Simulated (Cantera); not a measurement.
What does this Cantera script print?

```python
import numpy as np
import cantera as ct

gas = ct.Solution("gri30.yaml")


def delay(T, t_max=10):
    gas.TPX = T, 86000, {'CH4': 1, 'C2H6': 0.16, 'O2': 2.13, 'N2': 8.02}
    reactor = ct.IdealGasReactor(gas, clone=False)
    net = ct.ReactorNet([reactor])
    net.rtol, net.atol = 1e-8, 1e-16
    while net.time < t_max:
        t_old, T_old = net.time, reactor.T
        net.step()
        if reactor.T > T + 400:  # ignition: a rise of 400 K
            return t_old + (T + 400 - T_old) / (reactor.T - T_old) * (net.time - t_old)
    return np.nan


taus = []
for T in [1225, 1300, 1375, 1450, 1525, 1600, 1675, 1750, 1825, 1900]:
    taus.append(delay(T))
    print(f"T0 = {T:6g} K   tau = {taus[-1]:.4e} s")
```

Output:

```
T0 =   1225 K   tau = 2.7541e-03 s
T0 =   1300 K   tau = 1.2294e-03 s
T0 =   1375 K   tau = 6.0099e-04 s
T0 =   1450 K   tau = 3.0950e-04 s
T0 =   1525 K   tau = 1.6732e-04 s
T0 =   1600 K   tau = 9.5748e-05 s
T0 =   1675 K   tau = 5.8327e-05 s
T0 =   1750 K   tau = 3.7798e-05 s
T0 =   1825 K   tau = 2.5926e-05 s
T0 =   1900 K   tau = 1.8697e-05 s
```

Model: GRI-Mech 3.0 (53 species, 325 reactions), integrated in Cantera.
